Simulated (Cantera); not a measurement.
Input: 1 mol SiHCl3, 0.039 mol Cl2, 69 mol H2, at 0.00133 bar.

Equilibrium computed with Cantera from the NASA thermochemical tables; the gas is ideal and each condensed phase is pure. Candidate condensed phases: Si; 19 gas species. The tables' values for SiCl, SiCl3 are old estimates; treat these amounts as uncertain. Gases not in the tables: Si2H6 and higher silanes. Rates play no part.

log p: log10 of the partial pressure in bar; n: condensed amount in mol.

```json
[
 {"T (K)": "1548", "log p H2": "-2.89", "log p HCl": "-4.33", "log p SiCl2": "-5.25", "log p H": "-5.96", "log p Si": "-7.50", "log p Cl": "-7.50", "log p SiCl": "-7.69", "n Si(s)": "0.697", "n Si(l)": "0"},
 {"T (K)": "1573", "log p H2": "-2.89", "log p HCl": "-4.33", "log p SiCl2": "-5.25", "log p H": "-5.84", "log p Si": "-7.26", "log p Cl": "-7.38", "log p SiCl": "-7.54", "n Si(s)": "0.692", "n Si(l)": "0"},
 {"T (K)": "1598", "log p H2": "-2.89", "log p HCl": "-4.34", "log p SiCl2": "-5.24", "log p H": "-5.72", "log p Si": "-7.03", "log p Cl": "-7.27", "log p SiCl": "-7.40", "n Si(s)": "0.686", "n Si(l)": "0"},
 {"T (K)": "1623", "log p H2": "-2.89", "log p HCl": "-4.34", "log p SiCl2": "-5.24", "log p H": "?", "log p Si": "?", "log p Cl": "?", "log p SiCl": "-7.25", "n Si(s)": "0.679", "n Si(l)": "0"},
 {"T (K)": "1648", "log p H2": "-2.89", "log p HCl": "-4.34", "log p SiCl2": "-5.23", "log p H": "?", "log p Si": "?", "log p Cl": "?", "log p SiCl": "-7.12", "n Si(s)": "0.669", "n Si(l)": "0"},
 {"T (K)": "1673", "log p H2": "-2.89", "log p HCl": "-4.34", "log p SiCl2": "-5.23", "log p H": "-5.39", "log p Si": "-6.38", "log p Cl": "-6.94", "log p SiCl": "-6.98", "n Si(s)": "0.655", "n Si(l)": "0"},
 {"T (K)": "1698", "log p H2": "-2.89", "log p HCl": "-4.34", "log p SiCl2": "-5.23", "log p H": "-5.29", "log p Si": "-6.18", "log p Cl": "-6.84", "log p SiCl": "-6.86", "n Si(s)": "0", "n Si(l)": "0.641"}
]
```

Fill in the missing entries.


- 1623, log p H: -5.61
- 1623, log p Si: -6.81
- 1623, log p Cl: -7.15
- 1648, log p H: -5.50
- 1648, log p Si: -6.59
- 1648, log p Cl: -7.05
